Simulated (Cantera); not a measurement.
**Gas-phase reforming**

An isothermal, constant-pressure homogeneous reactor starts with 61.3 % CH₄, 38.7 % H₂O, at 2150 K and 0.464 atm.

Computed with Cantera and GRI-Mech 3.0 (53 species, 325 reactions). GRI-Mech 3.0 stops at C3 and has no aromatics, soot or wall deposition, so with more carbon than oxygen in the feed, carbon stays in small species such as C2H2 where larger ones or solid carbon would form.

| t (s) | x CH₄ | x H₂O | x H₂O₂ | x CH₂ | x HO₂ | x C₂H |
|---|---|---|---|---|---|---|
| 0.000400 | 0.0270 | 0.214 | 1.47e-10 | 3.63e-5 | 1.04e-10 | 3.51e-5 |
| 0.000954 | 0.0148 | 0.179 | 1.14e-10 | 2.60e-5 | 8.24e-11 | 3.40e-5 |
| 0.00228 | 0.0113 | 0.129 | 5.70e-11 | 1.90e-5 | 4.16e-11 | 2.76e-5 |
| 0.00543 | 0.00814 | 0.0732 | 1.76e-11 | 1.24e-5 | 1.30e-11 | 2.05e-5 |
| 0.0129 | 0.00484 | 0.0288 | 2.67e-12 | 6.94e-6 | 2.00e-12 | 1.52e-5 |
| 0.0309 | 0.00218 | 0.00558 | <1e-12 | 3.05e-6 | <1e-12 | 1.26e-5 |
| 0.0737 | 0.000686 | 0.000193 | <1e-12 | 9.53e-7 | <1e-12 | 1.21e-5 |
| 0.176 | 0.000476 | 7.98e-7 | <1e-12 | 6.64e-7 | <1e-12 | 1.21e-5 |
| 0.419 | 0.000476 | 7.18e-7 | <1e-12 | 6.63e-7 | <1e-12 | 1.21e-5 |
| 1.00 | 0.000476 | 7.18e-7 | <1e-12 | 6.63e-7 | <1e-12 | 1.21e-5 |
x: mole fraction; the columns are a selection and need not sum to one.

Equilibrium at this temperature and pressure: CH₄ 0.000476, H₂O 7.20e-7, H₂O₂ <1e-12, CH₂ 6.64e-7, HO₂ <1e-12, C₂H 1.21e-5 (gas phase only).
